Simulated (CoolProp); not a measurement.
A Linde-Hampson liquefier for ethylene: isothermal reversible compression at 320 K from 1 atm to 25 MPa, throttling to 1 atm, return gas leaving the recuperator 0 K below the feed. Each further row changes one setting.

Values from CoolProp's reference Helmholtz-energy equation of state, Smukala 2000.

```json
[
 {"case": "as stated", "liquid yield per pass": "0.426", "compression work (kJ/kg of gas)": "432"},
 {"case": "as stated", "liquid yield per pass": "0.426", "compression work (kJ/kg of gas)": "432"},
 {"case": "high pressure 50 MPa", "liquid yield per pass": "(withheld)", "compression work (kJ/kg of gas)": "(withheld)"},
 {"case": "warm-end temperature 350 K", "liquid yield per pass": "0.349", "compression work (kJ/kg of gas)": "498"},
 {"case": "warm-end gap 5 K", "liquid yield per pass": "(withheld)", "compression work (kJ/kg of gas)": "432"}
]
```

Complete the blanks.


- high pressure 50 MPa, liquid yield per pass: 0.420
- high pressure 50 MPa, compression work (kJ/kg of gas): 491
- warm-end gap 5 K, liquid yield per pass: 0.419
